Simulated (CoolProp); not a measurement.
R11 along the isobar 101 kPa: density (kg/m³) from the reference equation and from simpler models built on Tc = 471.1 K, pc = 4408 kPa, ω = 0.189; each cubic takes its own stable root.

Computed with CoolProp (reference Helmholtz-energy equation of state, Jacobsen 1992).

```tsv
T (K)	phase	reference	van der Waals	Redlich-Kwong	Soave-Redlich-Kwong	Peng-Robinson
204.6	liquid	1682	1049	1563	1574	1768
238.6	liquid	1610	7.233	1499	1518	1708
272.6	liquid	1535	6.275	1426	1452	1638
306.6	gas	5.622	5.547	5.589	5.600	5.607
340.5	gas	5.011	4.974	4.999	5.006	5.011
374.5	gas	4.529	4.509	4.524	4.528	4.533
408.5	gas	4.135	4.125	4.134	4.136	4.140
442.5	gas	3.807	3.801	3.807	3.808	3.811
```

At some of these states van der Waals gives the other phase, because its saturation line lies elsewhere.
